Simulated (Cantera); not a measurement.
Standard-state values (1 bar) from the NASA 1993 polynomials, evaluated with Cantera. Values are per mole of reaction as written; species without (g) are pure solids or liquids, kept so even where they would boil at 1 bar.

Problem. Between 2248 and 2748 K, where is each reaction favourable under standard conditions?
- 2 OH(g) = H2O2(g)

Solution. 
- 2 OH(g) = H2O2(g): ΔG° is 99 kJ at 2248 K and 168 kJ at 2748 K; it stays positive (K < 1). ΔH° is -212 kJ and ΔS° -139 J/K at 2748 K.
